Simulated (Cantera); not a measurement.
Feed: 1 mol Si, 1.4 mol HCl, 0.34 mol H2, equilibrated at 10500 Torr.

Method: chemical equilibrium by Gibbs-energy minimisation in Cantera with the NASA 1993 tables (ideal gas, pure condensed phases). Candidate condensed phases: Si; 19 gas species. Equilibrium is a limit: real reactors are often held back by kinetics, nucleation or transport.

Over these rows the condensed part is Si(s). Partial pressures as log10 of bar:

```
T (K)  1000/T (1/K)  log p HCl  log p H2  log p SiCl4  log p SiHCl3
-----  ------------  ---------  --------  -----------  ------------
650          1.5385      -3.10      0.99         0.32          0.31
700          1.4286      -2.68      0.99         0.32          0.30
750          1.3333      -2.33      0.99         0.32          0.30
800          1.2500      -2.02      0.99         0.33          0.29
850          1.1765      -1.74      0.99         0.33          0.28
900          1.1111          ?      0.99         0.33          0.28
```

Fit log p(HCl) = a + b·(1000/T) to the five rows, give the apparent enthalpy, and predict the row at 900 K.

Means: 1000/T = 1.3454, log p = -2.374. Sxy = -0.307036, Sxx = 0.0819846, so b = -3.75 and a = -2.374 − (-3.75)×1.3454 = 2.67.
Apparent enthalpy: −19.145 × (-3.75) = 72 kJ/mol. With the condensed phases at unit activity, 1/2 H2(g) + 1/4 SiCl4(g) = HCl(g) + 1/4 Si(s) links this pressure to the main gases: over the six rows their terms move log p by +0.00 in all, so the slope is close to that reaction's ΔH°. The five rows lie within 0.01 of the line.
Prediction at 900 K: 2.67 + (-3.75)×1.1111 = -1.50. The computed value is -1.50, 0.00 from the line.
